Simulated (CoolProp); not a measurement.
A Linde-Hampson liquefier for ethane: isothermal reversible compression at 320 K from 1 atm to 20 MPa, throttling to 1 atm, return gas leaving the recuperator 0 K below the feed. Each further row changes one setting.

The numbers come from the reference Helmholtz-energy equation of state, Bücker 2006 in CoolProp.

```
case                        liquid yield per pass  compression work (kJ/kg of gas)
--------------------------  ---------------------  -------------------------------
as stated                                   0.465                              366
as stated                                   0.465                              366
high pressure 40 MPa                        0.461                              414
warm-end temperature 350 K                  0.381                              429
warm-end gap 5 K                            0.458                              366
high pressure 40 MPa                        0.461                              414
warm-end temperature 350 K                  0.381                              429
warm-end gap 5 K                            0.458                              366
```
